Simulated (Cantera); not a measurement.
Diamond growth

A diamond (100) surface in a fixed gas of H2 with x(CH4) = 0.0032, x(CH3) = 0.00026, at 1275 K, 45.0 Torr; coverages are run to steady state.

Computed with Cantera and the Harris–Goodwin 1993 mechanism for the reconstructed diamond (100) surface.

```csv
x(H),growth (µm/h),θ c6HH,θ c6H*,θ c6*H,θ c6**,θ c6HM
0.0001,0.127,0.648,0.0284,0.316,0.00413,0.000495
0.00023,0.416,0.539,0.0368,0.410,0.0101,0.000698
0.00052,0.943,0.467,0.0419,0.467,0.0188,0.000889
0.0012,1.70,0.426,0.0446,0.497,0.0283,0.00104
0.0027,2.69,0.406,0.0458,0.510,0.0352,0.00112
0.0062,4.23,0.396,0.0463,0.515,0.0395,0.00109
0.014,6.70,0.392,0.0466,0.518,0.0416,0.000961
0.032,10.3,0.390,0.0470,0.519,0.0427,0.000733
0.074,14.2,0.389,0.0475,0.519,0.0434,0.000468
```
θ: site fractions in the mechanism's names (c6HH fully hydrogenated, c6H* and c6*H radical sites, c6** diradical, c6HM methylated).
